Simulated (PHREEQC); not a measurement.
A PHREEQC speciation (ion-association model, wateq4f.dat) at 20 °C gives pH 1.02 and these molalities:

```csv
species,mol/kgw
K+,0.316
HSO4-,0.226
H+,0.124
SO4-2,0.0896
KSO4-,0.0343
```

Problem. What are the element totals, and what could have been dissolved in 1 kg of water to give them?

Solution. One answer among several that fit: totals K 0.350, S(6) 0.350 mol/kgw, from 0.35 mol/kgw KHSO4.

This is a speciation only: nothing precipitates in the calculation.
